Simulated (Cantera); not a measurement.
## Equilibrium for boron, boron nitride and boron oxide: borazine + H2 + H2O

A closed system holds: 1 mol borazine, 190 mol H2, 0.26 mol H2O, held at 875 K and 0.590 bar.

Equilibrium computed with Cantera from the NASA thermochemical tables; the gas is ideal and each condensed phase is pure. Candidate condensed phases: B, BN, B2O3, B3O3H3, H2O; 39 gas species. The feed counts by its element totals alone. Gases not in the tables: H3BO3. Rates play no part.

```json
{
  "x(H2)": "0.999",
  "x(H2O)": "0.000539",
  "x(N2)": "0.000261",
  "x(NH3)": "1.42e-5",
  "n(BN(s))": "2.90 mol",
  "n(B2O3(l))": "0.0517 mol",
  "gas_amount": "193.3 mol",
  "log10 activity of B(s) (absent)": "-8.47",
  "log10 activity of B3O3H3(s) (absent)": "-14.58"
}
```
